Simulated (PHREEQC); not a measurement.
# Metal-bearing waste water: speciation

Dissolve 0.0032 mol/kgw Pb(NO3)2, 0.0039 mol/kgw CaCl2 and 3.9e-05 mol/kgw NaH2PO4 at 44 °C. Closed to the air; pH follows from the charge balance.

Equilibrium calculation in PHREEQC: ion-association model, wateq4f.dat.

```yaml
pH: 5.22
ionic_strength: 0.0198 mol/kgw
```

| species | molality | activity | log γ |
|---|---|---|---|
| Cl- | 0.00718 | 0.00620 | -0.064 |
| NO3- | 0.00627 | 0.00540 | -0.065 |
| Ca+2 | 0.00390 | 0.00225 | -0.238 |
| Pb+2 | 0.00245 | 0.00138 | -0.248 |
| PbCl+ | 0.000613 | 0.000532 | -0.062 |
| PbNO3+ | 0.000127 | 0.000110 | -0.062 |
| Na+ | 3.90e-5 | 3.39e-5 | -0.061 |
| H2PO4- | 3.49e-5 | 3.05e-5 | -0.059 |
| H+ | 6.82e-6 | 6.04e-6 | -0.052 |
| PbOH+ | 5.15e-6 | 4.46e-6 | -0.062 |
| PbCl2 | 3.72e-6 | 3.74e-6 | 0.002 |
| CaH2PO4+ | 2.84e-6 | 2.48e-6 | -0.059 |
| HPO4-2 | 6.03e-7 | 3.46e-7 | -0.241 |
| CaHPO4 | 5.94e-7 | 5.97e-7 | 0.002 |
| Pb2OH+3 | 5.00e-7 | 1.38e-7 | -0.559 |

Precipitation was switched off in this run. H3PO4, which wateq4f.dat lacks, is added to it with the constant of phreeqc.dat. At this temperature some constants are extrapolated from 25 °C, and those without enthalpy data are left unchanged. The database has no phosphate complexes of Pb.
